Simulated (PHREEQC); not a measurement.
Copper plating or etch bath (model solution)

Make-up at 5.5 °C: 0.015 mol CuCl2 and 0.24 mol Na2SO4 per kg of water. Closed to the air; pH follows from the charge balance.

The numbers come from PHREEQC with the ion-association model, wateq4f.dat.

No solid was allowed to form.

### Question
Predict the pH, activity of water.

### Answer
pH 5.43; activity of water 0.988.

### Question
In which forms is S present?

### Answer
SO4-2 70 %, NaSO4- 26 %, CuSO4 3.5 % of the S.

Saturation is exceeded, for instance for Atacamite; the values hold only as long as no solid forms. Away from 25 °C the constants follow the database's enthalpies or fits; those with neither stay at their 25 °C values.
